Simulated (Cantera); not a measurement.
An isothermal, constant-pressure homogeneous reactor starts with C2H4 : H2 = 1 : 5 (molar parts), at 1600 K and 1.28 atm. Integrator tolerance rtol = 1e-08.

Computed with Cantera and GRI-Mech 3.0 (53 species, 325 reactions). GRI-Mech 3.0 was tuned for natural gas; its chemistry of ethylene as a main component is partial and can be far from experiment. GRI-Mech 3.0 stops at C3 and has no aromatics, soot or wall deposition, so with more carbon than oxygen in the feed, carbon stays in small species such as C2H2 where larger ones or solid carbon would form.

What does this change do: pressure from 1.28 atm to 0.0711 atm?


| quantity | before | after |
|---|---|---|
| x(C2H4) at 20.0 s | 0.0115 (gas-phase equilibrium 0.0115) | 0.000947 (gas-phase equilibrium 0.000947) |
| x(H2) at 20.0 s | 0.797 (gas-phase equilibrium 0.797) | 0.853 (gas-phase equilibrium 0.853) |
| x(CH4) at 20.0 s | 0.0905 (gas-phase equilibrium 0.0905) | 0.00627 (gas-phase equilibrium 0.00653) |
| x(C2H) at 20.0 s | 1.82e-8 (gas-phase equilibrium 1.82e-8) | 1.04e-7 (gas-phase equilibrium 1.04e-7) |
| x(CH3) at 20.0 s | 9.88e-5 (gas-phase equilibrium 9.88e-5) | 2.82e-5 (gas-phase equilibrium 2.93e-5) |
| x(CH2) at 20.0 s | 4.96e-9 (gas-phase equilibrium 4.96e-9) | 5.81e-9 (gas-phase equilibrium 6.04e-9) |
